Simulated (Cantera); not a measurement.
Cantera run, input and output.

```python
import numpy as np
import cantera as ct

gas = ct.Solution("gri30.yaml")
gas.TPX = 900, 47000, {'H2': 0.56, 'O2': 1, 'N2': 16}
reactor = ct.IdealGasConstPressureReactor(gas, energy="off", clone=False)
net = ct.ReactorNet([reactor])
net.rtol, net.atol = 1e-08, 1e-18
show = ['H2', 'O2', 'NO', 'N2O', 'OH', 'H2O2', 'H']
times = np.geomspace(7e-06, 70, 10)

steps = ct.SolutionArray(gas, extra=["t"])
rows = []
print(f"{'t/s':>10s}{'T/K':>9s}{'P/Pa':>11s}" + "".join(f"{s:>11s}" for s in show))
for t in times:
    while net.time < t:
        t_next = net.step()
        steps.append(gas.state, t=t_next)
    rows.append([np.interp(t, steps.t, y) for y in (steps.T, steps.P, *steps(*show).X.T)])
    print(f"{t:10.3e}{rows[-1][0]:9.1f}{rows[-1][1]:11.4g}" + "".join(f"{x:11.3e}" for x in rows[-1][2:]))
rate = np.gradient(steps.T, steps.t)
print("integrator steps:", len(steps.t))
if steps.T.max() > steps.T[0] + 200:
    print(f"time of steepest temperature rise: {steps.t[rate.argmax()]:.4e} s")
gas.TPX = 900, 47000, {'H2': 0.56, 'O2': 1, 'N2': 16}
gas.equilibrate("TP")
print(f"equilibrium (TP): T = {gas.T:.1f} K  " + "  ".join(f"{s} {gas[s].X[0]:.3e}" for s in show))
```

Output:

```
       t/s      T/K       P/Pa         H2         O2         NO        N2O         OH       H2O2          H
 7.000e-06    900.0    4.7e+04  3.189e-02  5.695e-02  3.733e-30  2.560e-22  3.591e-15  2.239e-18  1.954e-13
 4.196e-05    900.0    4.7e+04  3.189e-02  5.695e-02  8.842e-28  2.522e-20  4.606e-14  9.024e-17  9.974e-13
 2.516e-04    900.0    4.7e+04  3.189e-02  5.695e-02  1.452e-25  2.074e-18  3.734e-13  4.993e-15  5.377e-12
 1.508e-03    900.0    4.7e+04  3.189e-02  5.695e-02  6.092e-23  1.449e-16  4.767e-12  6.987e-13  6.300e-11
 9.041e-03    900.0    4.7e+04  3.189e-02  5.694e-02  7.842e-16  7.632e-13  1.774e-08  1.818e-08  2.096e-07
 5.420e-02    900.0    4.7e+04  6.142e-03  4.459e-02  5.541e-09  5.527e-09  1.048e-07  2.298e-05  1.885e-07
 3.249e-01    900.0    4.7e+04  4.633e-03  4.385e-02  6.005e-09  6.544e-09  1.765e-07  5.369e-05  2.262e-07
 1.948e+00    900.0    4.7e+04  1.152e-03  4.221e-02  3.325e-09  1.078e-08  1.112e-07  2.040e-05  4.020e-08
 1.168e+01    900.0    4.7e+04  4.990e-05  4.169e-02  7.236e-10  1.607e-08  2.660e-08  2.977e-07  4.412e-10
 7.000e+01    900.0    4.7e+04  3.007e-06  4.167e-02  1.840e-10  1.685e-08  3.516e-09  2.155e-09  3.648e-12
integrator steps: 1914
equilibrium (TP): T = 900.0 K  H2 7.456e-13  O2 4.166e-02  NO 4.478e-06  N2O 3.070e-10  OH 6.039e-09  H2O2 3.087e-12  H 1.482e-16
```

Computed with Cantera and GRI-Mech 3.0 (53 species, 325 reactions). Below about 950 K walls govern HO2 and H2O2 in real vessels.
